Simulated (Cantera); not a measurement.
What does this Cantera script print?

```python
import numpy as np
import cantera as ct

gas_names = """
    N NO NO2 NO3 N2 N2O O O2 O3 Zr ZrN ZrO ZrO2
""".split()
cond_names = """
    Zr(a) Zr(b) Zr(L) ZrN(s) ZrN(L) ZrO2(a) ZrO2(b) ZrO2(L)
""".split()


# ... load() reads the species with a 1 bar reference pressure and builds the phases ...
atoms = {
    'Zr': {'Zr': 1},
    'N2O': {'N': 2, 'O': 1},
}
top_T = {}  # K; cautious upper limits of use, not melting points


# ... equilibrate(T, P, feed) seeds the gas with the atoms and calls Mixture.equilibrate('TP', solver="vcs", rtol=1e-11, max_steps=5000) ...
results = []
feed = {'Zr': 1, 'N2O': 19}  # mol
P = 101325  # Pa
for T in [825, 925, 1025, 1125, 1225, 1325, 1425, 1525]:
    mix = equilibrate(T, P, feed)
    results.append((T, P, feed, dict(zip(mix.species_names, mix.species_moles))))

top = {s: max(r[3][s] / sum(r[3][g] for g in gas_names) for r in results) for s in gas_names}
cols = sorted((s for s in top if top[s] > 0.0001), key=lambda s: -top[s])[:7]
seen = [c for c in cond_names if any(r[3].get(c, 0) > 1e-12 for r in results)]
print("log10 of partial pressures in bar; condensed amounts in mol")
print(f"{'T/K':>10s}" + "".join(f"{s[:9]:>10s}" for s in cols + seen))
for T, P, feed, n in results:
    ng = sum(n[g] for g in gas_names)
    print(f"{T:10.4g}" + "".join(f"{np.log10(max(n[s] / ng * P / 1e5, 1e-99)):10.3f}" for s in cols)
          + "".join(f"{n.get(c, 0):10.4g}" for c in seen))
```

Result:

```
log10 of partial pressures in bar; condensed amounts in mol
       T/K        N2        O2        NO   ZrO2(a)   ZrO2(b)
       825    -0.155    -0.504    -5.456         1         0
       925    -0.155    -0.504    -4.831         1         0
      1025    -0.155    -0.504    -4.327         1         0
      1125    -0.155    -0.504    -3.913         1         0
      1225    -0.155    -0.504    -3.567         1         0
      1325    -0.155    -0.505    -3.272         1         0
      1425    -0.155    -0.505    -3.019         1         0
      1525    -0.155    -0.505    -2.800         0         1
```

Cantera equilibrium calculation (NASA polynomials, part measured and part estimated; ideal gas, pure solids and liquids).
